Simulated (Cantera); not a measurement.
An isothermal, constant-pressure homogeneous reactor starts with NH3 : H2 = 1 : 23 (molar parts), at 1975 K and 1.78 atm.

Detailed kinetics in Cantera: the gas-phase N/H chemistry of the illustrative SiF4/NH3 mechanism in the Surface Chemkin manual (1991). Walls and surfaces, which speed up NH3 decomposition in real reactors, are not modelled.

x: mole fraction; the columns are a selection and need not sum to one.

| t (s) | x NH3 | x H2 | x N2H4 | x N | x N2H2 | x NH2 |
|---|---|---|---|---|---|---|
| 5.00e-6 | 0.0417 | 0.958 | <1e-12 | <1e-12 | 1.14e-12 | 8.30e-7 |
| 2.03e-5 | 0.0417 | 0.958 | 1.09e-11 | 9.20e-12 | 2.08e-11 | 3.28e-6 |
| 8.24e-5 | 0.0417 | 0.958 | 1.77e-10 | 6.15e-10 | 4.24e-10 | 1.31e-5 |
| 0.000334 | 0.0416 | 0.958 | 2.51e-9 | 3.32e-8 | 1.01e-8 | 4.96e-5 |
| 0.00136 | 0.0412 | 0.958 | 9.80e-9 | 2.60e-7 | 5.85e-8 | 9.80e-5 |
| 0.00551 | 0.0392 | 0.959 | 9.37e-9 | 2.68e-7 | 5.69e-8 | 9.58e-5 |
| 0.0224 | (withheld) | 0.962 | (withheld) | (withheld) | (withheld) | (withheld) |
| 0.0908 | 0.0180 | 0.970 | 2.43e-9 | 1.71e-7 | 1.57e-8 | 4.88e-5 |
| 0.368 | (withheld) | 0.976 | 2.60e-10 | (withheld) | (withheld) | (withheld) |
| 1.50 | 0.00131 | 0.978 | 1.57e-11 | 1.67e-8 | 1.07e-10 | 3.93e-6 |
| 6.07 | 0.000319 | 0.979 | <1e-12 | 4.07e-9 | 6.43e-12 | 9.55e-7 |
| 24.6 | 7.84e-5 | 0.979 | <1e-12 | 1.00e-9 | <1e-12 | 2.35e-7 |
| 100 | 1.97e-5 | 0.979 | <1e-12 | 2.52e-10 | <1e-12 | 5.90e-8 |

Q: What belongs in the gaps?

A: 
- 0.0224, x NH3: 0.0325
- 0.0224, x N2H4: 6.85e-9
- 0.0224, x N: 2.44e-7
- 0.0224, x N2H2: 4.23e-8
- 0.0224, x NH2: 8.19e-5
- 0.368, x NH3: 0.00544
- 0.368, x N: 6.54e-8
- 0.368, x N2H2: 1.76e-9
- 0.368, x NH2: 1.60e-5
